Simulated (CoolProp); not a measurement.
Saturation properties of normal hydrogen.

The numbers come from the reference Helmholtz-energy equation of state, Leachman 2009 in CoolProp.

```
T (K)  p (MPa)  vapour density (kg/m³)  liquid cp (kJ/(kg K))  surface tension (mN/m)
-----  -------  ----------------------  ---------------------  ----------------------
22.4    0.1763                   2.208                  11.05                    1.56
23.1    0.2094                   2.591                  11.57                    1.44
23.8    0.2466                   3.023                  12.14                    1.33
24.5    0.2883                   3.509                  12.79                    1.21
25.2    0.3348                   4.057                  13.52                    1.09
25.9    0.3862                   4.673                  14.36                   0.978
26.6    0.4430                   5.368                  15.34                   0.864
27.3    0.5053                   6.155                  16.52                   0.752
28      0.5736                   7.049                  17.98                   0.642
28.7    0.6481                   8.074                  19.84                   0.535
29.4    0.7292                   9.261                  22.33                   0.431
30.1    0.8174                   10.66                  25.89                   0.331
30.8    0.9129                   12.35                  31.49                   0.238
31.5     1.016                   14.50                  41.86                   0.153
32.2     1.129                   17.48                  68.28                  0.0817
```

It boils at 20.4 K under 1 atm.

Surface tension comes from a separate correlation (Mulero 2012).
